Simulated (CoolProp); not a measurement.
Values from CoolProp's reference Helmholtz-energy equation of state, Thol 2012.

Task: Give the vapour pressure (kPa), vapour density (kg/m³), enthalpy of vaporisation (kJ/kg) of saturated benzene at 104.75 °C.

Result: 
```csv
T (°C),p (kPa),vapour density (kg/m³),enthalpy of vaporisation (kJ/kg)
104.75,205,5.39,375
```
